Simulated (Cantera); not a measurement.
An isothermal, constant-pressure homogeneous reactor starts with 2.08 % C2H6, 97.9 % N2, at 1200 K and 0.898 atm.

Computed with Cantera and GRI-Mech 3.0 (53 species, 325 reactions). GRI-Mech 3.0 stops at C3 and has no aromatics, soot or wall deposition, so with more carbon than oxygen in the feed, carbon stays in small species such as C2H2 where larger ones or solid carbon would form.

### Question
Predict: x(C2H6) at 20.0 s; x(C2H4) at 20.0 s; x(C2H2) at 20.0 s; x(H) at 20.0 s; x(CH4) at 20.0 s.

### Answer
```json
{
 "x(C2H6) at 20.0 s": "1.71e-5 (gas-phase equilibrium 3.28e-6)",
 "x(C2H4) at 20.0 s": "0.00457 (gas-phase equilibrium 0.000979)",
 "x(C2H2) at 20.0 s": "0.0138 (gas-phase equilibrium 0.00369)",
 "x(H) at 20.0 s": "1.60e-7 (gas-phase equilibrium 3.24e-8)",
 "x(CH4) at 20.0 s": "0.00354 (gas-phase equilibrium 0.0102)"
}
```
